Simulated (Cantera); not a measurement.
A closed system holds: 1 mol MgO, a varied amount of Br₂, 0.24 mol H₂, at 1000 K and 400000 Pa.

Cantera equilibrium calculation (NASA polynomials, part measured and part estimated; ideal gas, pure solids and liquids). Candidate condensed phases: Br₂, H₂O, Mg, MgBr₂, MgO, Mg(OH)₂; 20 gas species. Equilibrium is a limit: real reactors are often held back by kinetics, nucleation or transport.

Question: At 0.071 mol Br₂, list the 4 most abundant gas species with their mole fractions, and the condensed phases.

Answer: H₂ 0.570, HBr 0.379, H₂O 0.0501, MgBr₂ 0.000840. Condensed: MgBr₂(l) + MgO(s).
